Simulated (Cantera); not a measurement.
# Equilibrium for metals in furnace atmospheres: Cu + CO2 + H2

Charge: 1 mol Cu, 0.23 mol CO2, 5 mol H2, equilibrated at 2023.15 K.

Cantera equilibrium calculation (NASA polynomials, part measured and part estimated; ideal gas, pure solids and liquids). Candidate condensed phases: C, C6H6, C7H8, C8H18, Cu, CuO, Cu(OH)2, Cu2O, H2O; 113 gas species. Kinetics and transport are ignored.

```json
[
 {"P (Pa)": "10", "log p H2": "-4.20", "log p Cu": "-4.83", "log p H": "-4.82", "log p H2O": "-5.48", "log p CO": "-5.47", "log p OH": "-7.09", "n Cu(l)": "0"},
 {"P (Pa)": "48", "log p H2": "-3.47", "log p Cu": "-4.13", "log p H": "-4.46", "log p H2O": "-4.78", "log p CO": "-4.77", "log p OH": "-6.74", "n Cu(l)": "0"},
 {"P (Pa)": "230", "log p H2": "-2.77", "log p Cu": "-3.44", "log p H": "-4.11", "log p H2O": "-4.09", "log p CO": "-4.08", "log p OH": "-6.40", "n Cu(l)": "0"},
 {"P (Pa)": "1100", "log p H2": "-2.08", "log p Cu": "-2.76", "log p H": "-3.76", "log p H2O": "-3.40", "log p CO": "-3.40", "log p OH": "-6.06", "n Cu(l)": "0"},
 {"P (Pa)": "5500", "log p H2": "-1.35", "log p Cu": "-2.27", "log p H": "-3.39", "log p H2O": "-2.67", "log p CO": "-2.67", "log p OH": "-5.70", "n Cu(l)": "0.432"},
 {"P (Pa)": "26000", "log p H2": "-0.64", "log p Cu": "-2.27", "log p H": "-3.04", "log p H2O": "-1.96", "log p CO": "-1.96", "log p OH": "-5.34", "n Cu(l)": "0.889"},
 {"P (Pa)": "130000", "log p H2": "0.07", "log p Cu": "-2.27", "log p H": "-2.69", "log p H2O": "-1.25", "log p CO": "-1.25", "log p OH": "-4.99", "n Cu(l)": "0.978"},
 {"P (Pa)": "620000", "log p H2": "0.75", "log p Cu": "-2.27", "log p H": "-2.35", "log p H2O": "-0.57", "log p CO": "-0.57", "log p OH": "-4.65", "n Cu(l)": "0.995"},
 {"P (Pa)": "3000000", "log p H2": "1.44", "log p Cu": "-2.27", "log p H": "-2.00", "log p H2O": "0.12", "log p CO": "0.12", "log p OH": "-4.31", "n Cu(l)": "0.999"}
]
```
log p: log10 of the partial pressure in bar; n: condensed amount in mol.

From 0.000100 bar to 0.0110 bar nothing is condensed. From 0.0550 bar to 30.0 bar the condensed part is Cu(l). The main Cu-bearing gas is Cu throughout.
